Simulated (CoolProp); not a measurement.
Values from CoolProp's reference Helmholtz-energy equation of state, Aleksandrov 2011. It is a short technical equation, of lower accuracy than the large ones.

For n-undecane, give the phase and the Z, cv (kJ/(kg K)), Joule-Thomson coefficient (K/MPa), isothermal compressibility (1/MPa) at 545.5 K and 0.109 MPa; 616.4 K and 0.772 MPa.


- 545.5 K and 0.109 MPa: gas; Z 0.961, cv 2.63, Joule-Thomson coefficient 15.4, isothermal compressibility 9.56
- 616.4 K and 0.772 MPa: gas; Z 0.804, cv 2.90, Joule-Thomson coefficient 13.0, isothermal compressibility 1.67
